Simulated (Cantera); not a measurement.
# CH2F2 + H2 (fluorocarbon and chlorocarbon gases)

Charge: 1 mol CH2F2, a varied amount of H2, at 2350 K and 1.00 Pa.

Equilibrium computed with Cantera from the NASA thermochemical tables; the gas is ideal and each condensed phase is pure. Candidate condensed phases: C, C6H6, C7H8, C8H18; 95 gas species. Equilibrium is a limit: real reactors are often held back by kinetics, nucleation or transport.

From 0.26 mol H2 to 2.7 mol H2 the condensed part is C(graphite). The main C-bearing gas is C3 throughout. The share of C in condensed phases is highest at 0.26 mol H2 (95.6 %) and lowest at 2.7 mol H2 (88.4 %).

```
n(H2) (mol)  log p H  log p HF  log p F  log p H2  n C(graphite)
-----------  -------  --------  -------  --------  -------------
0.26           -5.61     -5.17    -6.23     -7.41          0.956
0.32           -5.56     -5.18    -6.28     -7.32          0.955
0.39           -5.52     -5.19    -6.34     -7.23          0.953
0.47           -5.48     -5.21    -6.40     -7.15          0.951
0.57           -5.43     -5.24    -6.47     -7.06          0.948
0.7            -5.39     -5.26    -6.54     -6.97          0.944
0.85           -5.35     -5.30    -6.62     -6.89          0.940
1              -5.31     -5.33    -6.68     -6.82          0.936
1.3            -5.27     -5.38    -6.78     -6.72          0.927
1.5            -5.24     -5.41    -6.84     -6.68          0.921
1.9            -5.21     -5.47    -6.94     -6.61          0.909
2.3            -5.18     -5.53    -7.01     -6.55          0.896
2.7            -5.16     -5.57    -7.08     -6.52          0.884
```
log p: log10 of the partial pressure in bar; n: condensed amount in mol.
